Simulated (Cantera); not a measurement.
A Cantera script and its output.

```python
import numpy as np
import cantera as ct

surf = ct.Interface("diamond.yaml", "diamond_100")
gas, bulk = surf.adjacent["gas"], surf.adjacent["diamond"]
k = surf.kinetics_species_index(bulk.species_names[0])
cover = ["c6HH", "c6H*", "c6*H", "c6**", "c6HM", "c6B"]

rows, drift = [], 0.0
print(f"{'P':>10s}{'um/h':>11s}" + "".join(f"{s:>11s}" for s in cover))
for v in [770, 1100, 1600, 2300, 3300, 4800, 6900, 10000]:
    T, P, xH, xCH3 = 925, v, 0.0048, 8.1e-05
    gas.TPX = T, P, {"H": xH, "CH3": xCH3, "CH4": 0.011, "H2": 1 - xH - xCH3 - 0.011}
    surf.TP = bulk.TP = T, P
    surf.coverages = "c6H*:0.1, c6HH:0.9"
    surf.advance_coverages(100.0)
    before = surf.coverages
    surf.advance_coverages(100.0)
    drift = max(drift, np.max(np.abs(surf.coverages - before) / (surf.coverages + 1e-9)))
    rate = surf.net_production_rates[k] * bulk.mean_molecular_weight / bulk.density * 3.6e9
    rows.append([rate, *surf[cover].coverages])
    print(f"{v:10.4g}{rate:11.4e}" + "".join(f"{x:11.3e}" for x in rows[-1][1:]))
```

Result:

```
         P       um/h       c6HH       c6H*       c6*H       c6**       c6HM        c6B
       770 2.1512e-01  6.575e-01  1.204e-02  3.097e-01  5.336e-03  1.209e-02  5.837e-10
      1100 3.1041e-01  6.574e-01  1.204e-02  3.096e-01  5.336e-03  1.221e-02  8.423e-10
      1600 4.5484e-01  6.574e-01  1.205e-02  3.096e-01  5.336e-03  1.231e-02  1.234e-09
      2300 6.5710e-01  6.573e-01  1.205e-02  3.096e-01  5.336e-03  1.237e-02  1.783e-09
      3300 9.4610e-01  6.573e-01  1.206e-02  3.095e-01  5.337e-03  1.241e-02  2.567e-09
      4800 1.3797e+00  6.572e-01  1.207e-02  3.095e-01  5.338e-03  1.244e-02  3.744e-09
      6900 1.9868e+00  6.572e-01  1.209e-02  3.095e-01  5.340e-03  1.247e-02  5.391e-09
     1e+04 2.8831e+00  6.572e-01  1.212e-02  3.094e-01  5.343e-03  1.248e-02  7.824e-09
```

Computed with Cantera and the Harris–Goodwin 1993 mechanism for the reconstructed diamond (100) surface.
